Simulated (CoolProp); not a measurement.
The numbers come from the reference Helmholtz-energy equation of state, Leachman 2009 in CoolProp.

Q: For normal hydrogen, give the phase and the speed of sound (m/s), Joule-Thomson coefficient (K/MPa) at 49.2 K and 1.01 bar; 101.9 K and 1.01 bar; 154.6 K and 1.01 bar.

A: 
- 49.2 K and 1.01 bar: gas; speed of sound 580, Joule-Thomson coefficient 4.89
- 101.9 K and 1.01 bar: gas; speed of sound 815, Joule-Thomson coefficient 1.26
- 154.6 K and 1.01 bar: gas; speed of sound 973, Joule-Thomson coefficient 0.328
